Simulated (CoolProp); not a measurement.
Vapour-liquid equilibrium of R1234yf (1) + R227EA (2) at 0.00115 MPa; x and y are mole fractions of (1).

Model: multi-fluid Helmholtz-energy mixture model, Lemmon 2022 and Lemmon 2016; pair parameters Bell 2016, in CoolProp.

| x | bubble temperature, mixture model (°C) | bubble temperature, Raoult's law (°C) | y, mixture model | y, Raoult's law |
|---|---|---|---|---|
| 0.05 | -87.5 | -87.5 | 0.137 | 0.130 |
| 0.2 | … | -89.9 | … | 0.423 |
| 0.35 | -92.1 | -92.0 | 0.619 | 0.618 |
| 0.5 | … | -93.7 | 0.752 | 0.754 |
| 0.65 | -95.3 | -95.3 | … | 0.853 |
| 0.8 | -96.6 | -96.6 | 0.925 | 0.927 |
| 0.95 | -97.8 | -97.8 | 0.983 | 0.984 |

Q: What belongs in the gaps?

A: 
- 0.2, bubble temperature, mixture model (°C): -90.1
- 0.2, y, mixture model: 0.430
- 0.5, bubble temperature, mixture model (°C): -93.9
- 0.65, y, mixture model: 0.850

The largest gap from Raoult's law is -0.2 K in bubble temperature, at x = 0.2. No azeotrope shows between x = 0.05 and 0.95.

The pair parameters rest on a limited set of measurements; away from them the model extrapolates.
